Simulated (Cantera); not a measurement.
## Thermodynamics of silicon epitaxy and polysilicon growth, feed Si₂H₆ + Cl₂ + H₂

Feed: 1 mol Si₂H₆, 0.17 mol Cl₂, 490 mol H₂, equilibrated at 1298 K and 158 Torr.

These are equilibrium values from Cantera (NASA tables, ideal gas, pure condensed phases), not measurements of a reactor. Candidate condensed phases: Si; 19 gas species. The feed counts by its element totals alone. Rates play no part.

| Quantity | Value |
|---|---|
| x(H₂) | 0.999 |
| x(HCl) | 0.000687 |
| x(H) | 2.34e-6 |
| x(SiCl₂) | 1.26e-6 |
| n(Si(s)) | 2.00 mol |
| gas amount | 493.2 mol |
